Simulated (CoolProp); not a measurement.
Vapour-liquid equilibrium of n-butane (1) + n-decane (2) at 0.159 MPa; x and y are mole fractions of (1).

Values from CoolProp's multi-fluid Helmholtz-energy mixture model, Bücker 2006 and Lemmon 2006; pair parameters Kunz 2012.

```csv
x,"bubble temperature, mixture model (°C)","bubble temperature, Raoult's law (°C)","y, mixture model","y, Raoult's law"
0.05,141.6,130.1,0.741,0.830
0.125,92.5,89.2,0.957,0.966
0.2,68.6,68.7,0.986,0.988
0.275,54.5,55.8,0.994,0.994
0.35,45.1,46.6,0.997,0.997
0.425,38.2,39.5,0.998,0.998
0.5,32.8,33.9,0.999,0.999
0.575,28.4,29.2,0.999,0.999
0.65,24.7,25.2,0.999,1.000
0.725,21.5,21.7,1.000,1.000
0.8,18.7,18.6,1.000,1.000
0.875,16.0,15.9,1.000,1.000
0.95,13.6,13.5,1.000,1.000
```

The largest gap from Raoult's law is +11.5 K in bubble temperature, at x = 0.05. No azeotrope shows between x = 0.05 and 0.95.

Pair parameters are fitted to limited data, so mixtures are less certain than the pure fluids. The gap from Raoult's law changes sign with composition, which may be real or a fault of the pair parameters; it wasn't checked against measurements.
